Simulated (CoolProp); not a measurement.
Model: reference Helmholtz-energy equation of state, Lemmon 2006, in CoolProp. It is a short technical equation, of lower accuracy than the large ones.

For C2F6 (R116), give the phase and the density (kg/m³), speed of sound (m/s), expansivity (1/kK), viscosity (µPa s) at 425 K and 10.5 bar; 425 K and 21.1 bar; 425 K and 38.7 bar.


- 425 K and 10.5 bar: gas; density 42.2, speed of sound 162, expansivity 2.66, viscosity 20.3
- 425 K and 21.1 bar: gas; density 87.2, speed of sound 159, expansivity 3.01, viscosity 21.3
- 425 K and 38.7 bar: supercritical; density 167, speed of sound 155, expansivity 3.65, viscosity 23.4

Viscosity comes from a separate model (Huber 2003), an estimate that may be off by 10 % or more.
